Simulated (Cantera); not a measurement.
Mixture: CH₄ : CO : O₂ : N₂ = 1 : 0.61 : 2.31 : 8.67 (molar parts), at 25.7 atm, adiabatic and at constant pressure. Ignition delay is the time to a rise of 400 K.

Model: GRI-Mech 3.0 (53 species, 325 reactions), integrated in Cantera. The pressure lies above the range GRI-Mech 3.0 was tuned for (to about 10 atm).

Problem. What does this change do: 0.083 parts H2 added?

Solution. 
| quantity | before | after |
|---|---|---|
| delay at 1075 K | 21.0 ms | 4.90 ms |
| delay at 1150 K | 6.20 ms | 1.83 ms |
| delay at 1225 K | 2.11 ms | 0.786 ms |
| delay at 1300 K | 0.806 ms | 0.367 ms |
| delay at 1375 K | 0.338 ms | 0.181 ms |
| delay at 1450 K | 0.153 ms | 93.1 µs |
| delay at 1525 K | 73.4 µs | 49.5 µs |
| apparent activation energy between 1375 and 1525 K | 180 kJ/mol | 150 kJ/mol |

Problem. What does this change do: pressure from 25.7 atm to 1.68 atm?

Solution. 
```tsv
quantity	before	after
delay at 1075 K	21.0 ms	0.296 s
delay at 1150 K	6.20 ms	83.7 ms
delay at 1225 K	2.11 ms	26.3 ms
delay at 1300 K	0.806 ms	9.08 ms
delay at 1375 K	0.338 ms	3.41 ms
delay at 1450 K	0.153 ms	1.40 ms
delay at 1525 K	73.4 µs	0.628 ms
apparent activation energy between 1375 and 1525 K	180 kJ/mol	200 kJ/mol
```
